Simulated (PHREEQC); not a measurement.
Synthetic water in mg/L, 76 °C, pH 1.99, pe 12.8: Na 75.1; K 48.9; Ca 56.7; Mg 38.4; Cl 130; S(6) as SO4 1310; P as PO4 1.67.

Valence states are taken as typed.

Equilibrium calculation in PHREEQC: ion-association model, phreeqc.dat.

Each row changes one thing in this solution. No solid was allowed to form.

```csv
case,ionic strength (mol/kgw),HSO4- (mol/kgw),SO4-2 (mol/kgw),Ca+2 (mol/kgw),Mg+2 (mol/kgw),H3PO4 (mol/kgw),SI of Gypsum (CaSO4:2H2O),SI of Sylvite (KCl)
as made,0.0261,0.00866,0.00390,0.00108,0.000899,1.17e-5,-1.23,-6.62
Cl from 130 to 390 mg/L,0.0300,0.00861,0.00398,0.00109,0.000918,1.17e-5,-1.24,-6.15
all concentrations times 3 at the same typed pH,0.0651,0.0233,0.0128,0.00265,0.00191,3.39e-5,-0.55,-5.75
temperature from 76 to 45 °C at the same typed pH,0.0297,0.00619,0.00634,0.00102,0.000951,1.06e-5,-1.15,-6.49
P from 1.67 to 5.01 mg/L,0.0261,0.00866,0.00390,0.00108,0.000899,3.52e-5,-1.23,-6.62
```

Constants without temperature data keep their 25 °C values here.
